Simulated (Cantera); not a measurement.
Cantera run:

```python
import numpy as np
import cantera as ct

gas_names = [...]  # 87 gases of nasa_gas.yaml made of C, H, Si
cond_names = """
    C(gr) C6H6(L) C7H8(L) C8H18(L),n-octa Si(cr) Si(L) SiC(b)
""".split()


# ... load() reads the species with a 1 bar reference pressure and builds the phases ...
atoms = {
    'SiH4': {'Si': 1, 'H': 4},
    'C2H2': {'C': 2, 'H': 2},
    'H2': {'H': 2},
}
top_T = {'C(gr)': 4500, 'SiC(b)': 3050}  # K; cautious upper limits of use, not melting points


# ... equilibrate(T, P, feed) seeds the gas with the atoms and calls Mixture.equilibrate('TP', solver="vcs", rtol=1e-11, max_steps=5000) ...
results = []
feed = {'SiH4': 1, 'C2H2': 0.0055, 'H2': 1300}  # mol
P = 1333.22  # Pa
for T in [1523, 1623, 1723, 1823, 1923, 2023, 2123, 2223, 2323, 2423, 2523, 2623]:
    mix = equilibrate(T, P, feed)
    results.append((T, P, feed, dict(zip(mix.species_names, mix.species_moles))))

top = {s: max(r[3][s] / sum(r[3][g] for g in gas_names) for r in results) for s in gas_names}
cols = sorted((s for s in top if top[s] > 0.001), key=lambda s: -top[s])[:5]
seen = [c for c in cond_names if any(r[3].get(c, 0) > 1e-12 for r in results)]
print("log10 of partial pressures in bar; condensed amounts in mol")
print(f"{'T/K':>10s}" + "".join(f"{s[:9]:>10s}" for s in cols + seen))
for T, P, feed, n in results:
    ng = sum(n[g] for g in gas_names)
    print(f"{T:10.4g}" + "".join(f"{np.log10(max(n[s] / ng * P / 1e5, 1e-99)):10.3f}" for s in cols)
          + "".join(f"{n.get(c, 0):10.4g}" for c in seen))
```

Result:

```
log10 of partial pressures in bar; condensed amounts in mol
       T/K        H2         H    Si(cr)     Si(L)    SiC(b)
      1523    -1.875    -5.574    0.9843         0   0.01068
      1623    -1.875    -5.098    0.9619         0   0.01064
      1723    -1.876    -4.677         0    0.8533   0.00997
      1823    -1.877    -4.302         0    0.4454  0.005059
      1923    -1.879    -3.965         0         0         0
      2023    -1.883    -3.663         0         0         0
      2123    -1.889    -3.390         0         0         0
      2223    -1.900    -3.143         0         0         0
      2323    -1.916    -2.921         0         0         0
      2423    -1.942    -2.722         0         0         0
      2523    -1.980    -2.546         0         0         0
      2623    -2.033    -2.392         0         0         0
```

Method: chemical equilibrium by Gibbs-energy minimisation in Cantera with the NASA 1993 tables (ideal gas, pure condensed phases). Mutual solubility and eutectic melting of coexisting phases are not modelled. Gases not in the tables: Si2H6 and higher silanes.
